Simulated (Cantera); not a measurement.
## Equilibrium for aluminium nitride and oxide growth: AlBr3 + N2

Feed: 1 mol AlBr3, 17 mol N2.

Cantera equilibrium calculation (NASA polynomials, part measured and part estimated; ideal gas, pure solids and liquids). Candidate condensed phases: Al, AlBr3, AlN, Br2; 10 gas species. Rates play no part.

Stable condensed phases:

```
T in K \ P in Pa
             10     28     77    220    600   1700   4600  13000  36000 100000
   2125       A      A      A      A      A      A      A      A      A      A
   1975       A      A      A      A      A      A      A      A      A      A
   1825       A      A      A      A      A      A      A      A      A      A
   1675       A      A      A      A      A      A      A      A      A      A
   1525       A      A      A      A      A      A      A      A      B      B
   1375       A      A      A      A      B      B      B      B      B      B
   1225       B      B      B      B      B      B      B      B      B      B
   1075       B      B      B      B      B      B      A      A      A      A
    925       B      A      A      A      A      A      A      A      A      A
    775       A      A      A      A      A      A      A      A      A      A
    625       A      A      A      A      A      A      A      A      A      A
```

A: gas only; B: AlN.
